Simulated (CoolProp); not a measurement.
Vapour-liquid equilibrium of cyclohexane (1) + o-xylene (2) at 0.109 bar; x and y are mole fractions of (1).

The numbers come from the multi-fluid Helmholtz-energy mixture model, Zhou 2014 and Zhou 2012; pair parameters Bell 2016 in CoolProp.

```tsv
x	bubble temperature (K)	y at the bubble point	dew temperature at overall composition x (K)	liquid density (mol/L)
0.05	337.9	0.409	348.2	7.966
0.2	319.0	0.791	344.4	8.238
0.35	310.0	0.889	339.9	8.440
0.5	304.6	0.932	334.6	8.621
0.65	301.0	0.957	327.8	8.797
0.8	298.0	0.976	318.3	8.978
0.95	295.2	0.994	302.0	9.171
```

No azeotrope shows between x = 0.05 and 0.95.

The pair parameters rest on a limited set of measurements; away from them the model extrapolates.
